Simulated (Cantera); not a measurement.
Input: 1 mol CH3SiCl3, 0.023 mol HCl, 1.3 mol H2, held at 1300 K and 38.3 Torr.

Method: chemical equilibrium by Gibbs-energy minimisation in Cantera with the NASA 1993 tables (ideal gas, pure condensed phases). Candidate condensed phases: C, C6H6, C7H8, C8H18, Si, SiC; 109 gas species. The feed counts by its element totals alone. The tables' values for SiCl3 are old estimates; treat these amounts as uncertain. Rates play no part.

Base state: H2 0.462, HCl 0.462, SiCl4 0.0627, SiCl3 0.00620, SiCl2 0.00364, SiHCl3 0.00286, CH4 8.58e-5, SiH2Cl2 1.84e-5 (mole fractions); condensed: C(graphite) + SiC(s).

### Question
What changes in the equilibrium state with this change: H2 from 1.3 to 790 mol?

### Answer
| species | before | after |
|---|---|---|
| H2 | 0.462 | 0.996 |
| HCl | 0.462 | 0.00380 |
| CH4 | 8.58e-5 | 6.86e-6 |
| SiCl4 | 0.0627 | 3.58e-9 |
| SiCl2 | 0.00364 | 6.63e-6 |
| SiCl3 | 0.00620 | 6.32e-8 |
| SiHCl3 | 0.00286 | 4.27e-8 |
| SiH2Cl2 | 1.84e-5 | 7.21e-8 |
| C(graphite), mol | 0.305 | 0 |
| SiC(s), mol | 0.695 | 0.995 |
